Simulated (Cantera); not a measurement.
An isothermal, constant-pressure homogeneous reactor starts with H2 : O2 = 0.024 : 1 (molar parts), equivalence ratio 0.012, at 1450 K and 0.0267 bar.

Model: GRI-Mech 3.0 (53 species, 325 reactions), integrated in Cantera. Radical loss at walls, strong at low pressure, is not modelled.

One state of this run: x H2 = 4.80e-6; x O2 = 0.976; x H2O = 0.0234; x O = 0.000421; x H = 4.38e-6; x OH = 0.000516; x H2O2 = 6.28e-9. x: mole fraction; the columns are a selection and need not sum to one.

Problem. Which value of t (s) does it belong to?
A) 0.000393
B) 0.00133
C) 3.44e-5
D) 0.591

Solution. D, 0.591
